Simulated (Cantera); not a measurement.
Input: 1 mol Si, 0.037 mol O2, 130 mol H2, 0.12 mol N2O, held at 1973 K and 13300 Pa.

Equilibrium computed with Cantera from the NASA thermochemical tables; the gas is ideal and each condensed phase is pure. Gases not in the tables: Si2H6 and higher silanes. Equilibrium is a limit: real reactors are often held back by kinetics, nucleation or transport.

```tsv
species	before	after
H2	0.994	1.000
SiO	0.00149	2.91e-5
H	0.00368	1.95e-6
N2	0.000918	<1e-9
Si	0.000237	<1e-9
SiH	6.23e-5	<1e-9
SiH2	9.03e-5	4.76e-8
Si(l), mol	0.754	0
Si(s), mol	0	0.721
SiO2(β-quartz), mol	0	0.0351
Si2N2O(s), mol	0	0.120
```
Gas species are given as mole fractions.

Q: Which change was made?
A. temperature from 1973 K to 1525 K
B. O2 from 0.037 to 0.52 mol
C. temperature from 1973 K to 2150 K
D. temperature from 1973 K to 1273 K

A: D, temperature from 1973 K to 1273 K. Mutual solubility and eutectic melting of coexisting phases are not modelled. The tables hold silica as quartz up to 1696 K and as liquid above; real silica turns to tridymite and cristobalite and melts near 1996 K
